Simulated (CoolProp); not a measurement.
Properties of hydrogen chloride along the isotherm 58.85 °C (Tc = 51.5 °C, pc = 8.314 MPa, ω = 0.130).

Computed with CoolProp (reference Helmholtz-energy equation of state, Thol 2018).

```tsv
p (MPa)	phase	density (kg/m³)	cv (kJ/(kg K))	Joule-Thomson coefficient (K/MPa)	isothermal compressibility (1/MPa)	expansivity (1/kK)
0.0657	gas	0.8702	0.5727	12.26	15.26	3.038
0.125	gas	1.660	0.5742	12.25	8.042	3.061
0.236	gas	3.149	0.5771	12.22	4.280	3.107
0.448	gas	6.032	0.5828	12.18	2.276	3.196
0.849	gas	11.64	0.5940	12.09	1.223	3.376
1.61	gas	22.87	0.6168	11.91	0.6698	3.771
3.05	gas	46.73	0.6668	11.51	0.3850	4.773
5.78	gas	107.3	0.7984	10.43	0.2616	8.777
11	supercritical	617.4	0.9498	2.391	0.08284	24.35
20.8	supercritical	787.6	0.8510	0.5347	0.01078	5.707
```
